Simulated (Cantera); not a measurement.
## Adiabatic ignition

An adiabatic, constant-pressure homogeneous reactor starts with CH₄ : O₂ : N₂ = 0.66 : 5.26 : 19.8 (molar parts), equivalence ratio 0.25, at 950 K and 0.898 atm.

Computed with Cantera and GRI-Mech 3.0 (53 species, 325 reactions). Below about 1000 K GRI-Mech 3.0 lacks low-temperature oxidation paths.

```
t (s)     T (K)   x CH₄   x O₂       x H     x HO₂   x C₂H    x H₂O₂    x HCO
--------  -----  ------  -----  --------  --------  ------  --------  -------
2.00e-6     950  0.0257  0.205    <1e-12  1.08e-12  <1e-12    <1e-12   <1e-12
6.21e-6     950  0.0257  0.205    <1e-12  3.35e-12  <1e-12    <1e-12   <1e-12
1.93e-5     950  0.0257  0.205    <1e-12  1.04e-11  <1e-12    <1e-12   <1e-12
5.99e-5     950  0.0257  0.205    <1e-12  3.23e-11  <1e-12    <1e-12   <1e-12
0.000186    950  0.0257  0.205    <1e-12  1.00e-10  <1e-12    <1e-12   <1e-12
0.000578    950  0.0257  0.205    <1e-12  3.11e-10  <1e-12    <1e-12   <1e-12
0.00179     950  0.0257  0.205    <1e-12  9.65e-10  <1e-12  7.00e-12   <1e-12
0.00557     950  0.0257  0.205    <1e-12   2.99e-9  <1e-12  6.37e-11   <1e-12
0.0173      950  0.0257  0.205    <1e-12   9.16e-9  <1e-12  5.45e-10   <1e-12
0.0537      950  0.0257  0.205  2.36e-12   2.75e-8  <1e-12   3.80e-9   <1e-12
0.167       950  0.0257  0.205  1.43e-11   6.84e-8  <1e-12   1.64e-8   <1e-12
0.518       950  0.0256  0.204  6.05e-11   1.89e-7  <1e-12   6.40e-8   <1e-12
1.61        976  0.0229  0.201   9.87e-8   2.66e-5  <1e-12  0.000118  1.87e-9
5.00       1533  <1e-12  0.153   1.74e-8   1.35e-7  <1e-12   4.80e-9   <1e-12
```
x: mole fraction; the columns are a selection and need not sum to one.

The time of steepest temperature rise is 1.65 s and the temperature at 5.00 s is 1533 K. The equilibrium temperature is 1530 K and the x(CH₄) at 5.00 s is <1e-12 (gas-phase equilibrium <1e-12). The x(O₂) at 5.00 s is 0.153 (gas-phase equilibrium 0.153). The x(H) at 5.00 s is 1.74e-8 (gas-phase equilibrium 1.65e-8).
